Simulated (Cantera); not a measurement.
Input: 1 mol B2O3, 7 mol O2, at 100 Torr.

These are equilibrium values from Cantera (NASA tables, ideal gas, pure condensed phases), not measurements of a reactor. Candidate condensed phases: B, B2O3; 10 gas species. The numbers say what is thermodynamically allowed, not how fast it happens.

x: gas mole fraction; n: condensed amount in mol.

```
T (K)   x O2    x B2O3     x BO2       x O      x BO  n B2O3(l)
-----  -----  --------  --------  --------  --------  ---------
1050    1.00  2.45e-10  5.77e-10   1.83e-9    <1e-12       1.00
1150    1.00   1.25e-8   1.59e-8   2.28e-8    <1e-12       1.00
1250   1.000       [?]       [?]       [?]    <1e-12      1.000
1350   1.000   5.27e-6   2.67e-6   1.16e-6    <1e-12      1.000
1450   1.000   5.64e-5   2.01e-5   5.50e-6  1.95e-11      1.000
1550   0.999       [?]       [?]       [?]       [?]      0.997
1650   0.997   0.00261  0.000534   7.08e-5   8.42e-9      0.980
1750   0.985    0.0126   0.00206  0.000203   1.03e-7      0.904
1850   0.942    0.0505   0.00675  0.000513   9.62e-7      0.600
1950   0.867     0.117    0.0158   0.00115   5.87e-6          0
2050   0.862     0.112    0.0233   0.00247   1.98e-5          0
2150   0.855     0.107    0.0329   0.00495   5.93e-5          0
2250   0.845     0.101    0.0445   0.00929  0.000159          0
2350   0.832    0.0929    0.0580    0.0165  0.000389          0
```

Q: Complete the blanks.

A: 
- 1550, x B2O3: 0.000437
- 1550, x BO2: 0.000115
- 1550, x O: 2.14e-5
- 1550, x BO: 4.95e-10
- 1250, x B2O3: 3.31e-7
- 1250, x BO2: 2.54e-7
- 1250, x O: 1.90e-7
